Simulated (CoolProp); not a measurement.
Saturated liquid density (kg/m³) of dodecamethylpentasiloxane (MD3M): the reference equation beside estimates from Tc = 628.0 K, pc = 9.540 bar, ω = 0.730. Rackett uses Z = 0.29056 − 0.08775 ω.

The numbers come from the reference Helmholtz-energy equation of state, Thol 2019 in CoolProp.

| T (K) | reference | Rackett | van der Waals | Soave-Redlich-Kwong | Peng-Robinson |
|---|---|---|---|---|---|
| 323.4 | 845.5 | 1038 | 457.1 | 724.1 | 812.0 |
| 333.5 | 835.7 | 1026 | 452.8 | 718.8 | (withheld) |
| 343.6 | 825.9 | 1014 | 448.4 | 713.3 | 800.6 |
| 353.7 | 816.0 | 1002 | 444.0 | 707.5 | 794.5 |
| 363.9 | (withheld) | (withheld) | 439.4 | 701.4 | 788.1 |
| 374 | 795.9 | 976.7 | 434.7 | 695.1 | 781.3 |
| 384.1 | 785.8 | 963.9 | (withheld) | 688.4 | 774.3 |
| 394.2 | 775.6 | 950.9 | (withheld) | 681.5 | 766.8 |
| 404.3 | 765.3 | (withheld) | 420.0 | 674.2 | 759.0 |
| 414.5 | 754.8 | 924.0 | 414.8 | 666.4 | 750.7 |
| 424.6 | 744.2 | 910.2 | 409.5 | 658.3 | 742.0 |

Complete the blanks.


- 333.5, Peng-Robinson: 806.5
- 363.9, reference: 806.0
- 363.9, Rackett: 989.4
- 384.1, van der Waals: 429.9
- 394.2, van der Waals: 425.0
- 404.3, Rackett: 937.6

Absolute difference from the reference over all 11 rows, mean and median: Rackett 22.6 and 22.7 %, van der Waals 45.4 and 45.4 %, Soave-Redlich-Kwong 12.8 and 12.7 %, Peng-Robinson 2.0 and 1.8 %.
